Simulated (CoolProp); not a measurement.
A single-stage vapour-compression cycle with the fluoroketone C6F12O (FK-5-1-12): evaporating at 272.15 K (dew point), condensing at 322.15 K (bubble point), superheat 2 K, subcooling 8 K, compressor efficiency 0.9, no pressure losses. Each further row changes one setting.

Computed with CoolProp (reference Helmholtz-energy equation of state, McLinden 2015).

| case | cooling COP | pressure ratio | discharge temperature (K) | refrigerating effect (kJ/kg) | volumetric capacity (kJ/m³) |
|---|---|---|---|---|---|
| as stated | 3.60 | 8.56 | 322.1 | 57.3 | 95.2 |
| evaporating temperature 277.15 K | 4.31 | 6.60 | 322.1 | 61.4 | 130 |
| condensing temperature 317.15 K | 4.26 | 7.17 | 317.2 | 62.9 | 104 |
| subcooling 13 K | 3.95 | 8.56 | 322.1 | 62.9 | 104 |
| superheat 12 K | 3.79 | 8.56 | 322.1 | 65.8 | 105 |
| compressor efficiency 0.8 | 3.20 | 8.56 | 322.1 | 57.3 | 95.2 |

The compression ends wet for: as stated; evaporating temperature 277.15 K; condensing temperature 317.15 K; subcooling 13 K; superheat 12 K; compressor efficiency 0.8.
